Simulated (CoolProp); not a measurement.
Vapour pressure (kPa) of toluene: the reference equation beside estimates from Tc = 591.7 K, pc = 4126 kPa, ω = 0.266. Clausius-Clapeyron is anchored at 321.2 K with a constant enthalpy of vaporisation of 36.79 kJ/mol.

Values from CoolProp's reference Helmholtz-energy equation of state, Lemmon 2006. It is a short technical equation, of lower accuracy than the large ones.

```
T (K)  reference  Lee-Kesler  Clausius-Clapeyron
-----  ---------  ----------  ------------------
312.6        ___       7.291               7.736
316.9      9.354       8.885                 ___
321.2      11.30       10.76               11.30
325.5      13.57       12.96               13.56
329.8      16.21       15.51               16.18
334.2      19.33       18.55               19.31
338.5      22.83       21.97               22.85
342.8      26.84       25.90               26.92
347.1      31.40       30.38                 ___
351.4      36.58         ___               36.92
355.7        ___         ___               42.99
360        48.98       47.75                 ___
364.3      56.34       55.06                 ___
368.7      64.75       63.44               66.65
373        73.91       72.59               76.54
```

Problem. Some entries are withheld; supply them.

Solution. 
- 312.6, reference: 7.695
- 316.9, Clausius-Clapeyron: 9.374
- 347.1, Clausius-Clapeyron: 31.59
- 351.4, Lee-Kesler: 35.48
- 355.7, reference: 42.41
- 355.7, Lee-Kesler: 41.25
- 360, Clausius-Clapeyron: 49.87
- 364.3, Clausius-Clapeyron: 57.66

Absolute difference from the reference over all 15 rows, mean and median: Lee-Kesler 3.5 and 3.5 %, Clausius-Clapeyron 1.0 and 0.5 %.
